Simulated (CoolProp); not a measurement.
Vapour pressure (MPa) of R236EA: the reference equation beside estimates from Tc = 139.3 °C, pc = 3.414 MPa, ω = 0.368. Clausius-Clapeyron is anchored at 39.75 °C with a constant enthalpy of vaporisation of 22.43 kJ/mol.

The numbers come from the reference Helmholtz-energy equation of state, Rui 2013 in CoolProp.

```tsv
T (°C)	reference	Clausius-Clapeyron	van der Waals	Redlich-Kwong
25.05	0.2063	0.2189	0.8057	0.3901
28.05	0.2288	0.2395	0.8468	0.4228
30.95	[?]	0.2609	0.8876	0.4562
33.85	0.2775	0.2837	0.9298	0.4913
36.75	0.3046	0.3080	0.9732	0.5284
39.75	0.3348	0.3348	1.019	0.5688
42.65	0.3661	0.3624	1.066	0.6098
45.55	0.3996	0.3917	1.113	0.6529
48.45	0.4354	0.4228	1.162	0.6980
51.45	0.4750	[?]	1.213	0.7469
54.35	0.5157	0.4917	1.265	0.7964
57.25	0.5591	0.5286	1.317	0.8481
60.15	0.6051	0.5675	1.371	0.9021
63.15	0.6557	0.6100	[?]	0.9604
66.05	0.7077	0.6533	1.486	1.019
```

Problem. Complete the blanks.

Solution. 
- 30.95, reference: 0.2522
- 51.45, Clausius-Clapeyron: 0.4568
- 63.15, van der Waals: 1.429

Absolute difference from the reference over all 15 rows, mean and median: Clausius-Clapeyron 3.9 and 3.8 %, van der Waals 186.6 and 178.5 %, Redlich-Kwong 64.6 and 63.4 %.
